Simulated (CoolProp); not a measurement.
Vapour-liquid equilibrium of R134a (1) + R227EA (2) at 286.9 K; x and y are mole fractions of (1).

Values from CoolProp's multi-fluid Helmholtz-energy mixture model, Tillner-Roth 1994 and Lemmon 2016; pair parameters Bell 2016.

```csv
x,"bubble pressure, mixture model (bar)","bubble pressure, Raoult's law (bar)","y, mixture model","y, Raoult's law"
0.05,3.277,3.250,0.076,0.072
0.125,3.425,3.364,0.180,0.174
0.2,?,3.478,0.275,0.270
0.275,?,3.591,0.361,0.359
0.35,?,3.705,0.441,0.443
0.425,3.953,3.819,0.515,0.522
0.5,?,3.933,?,0.596
0.575,?,4.046,0.652,0.667
0.65,?,4.160,0.716,0.733
0.725,4.381,4.274,?,0.796
0.8,4.473,4.387,0.839,0.855
0.875,4.559,4.501,0.899,0.912
0.95,4.640,4.615,0.959,0.966
```

Q: What belongs in the gaps?

A: 
- 0.2, bubble pressure, mixture model (bar): 3.567
- 0.275, bubble pressure, mixture model (bar): 3.702
- 0.35, bubble pressure, mixture model (bar): 3.831
- 0.5, bubble pressure, mixture model (bar): 4.069
- 0.5, y, mixture model: 0.585
- 0.575, bubble pressure, mixture model (bar): 4.179
- 0.65, bubble pressure, mixture model (bar): 4.282
- 0.725, y, mixture model: 0.778

The largest gap from Raoult's law is +3.5 % in bubble pressure, at x = 0.425. No azeotrope shows between x = 0.05 and 0.95.

Pair parameters are fitted to limited data, so mixtures are less certain than the pure fluids.
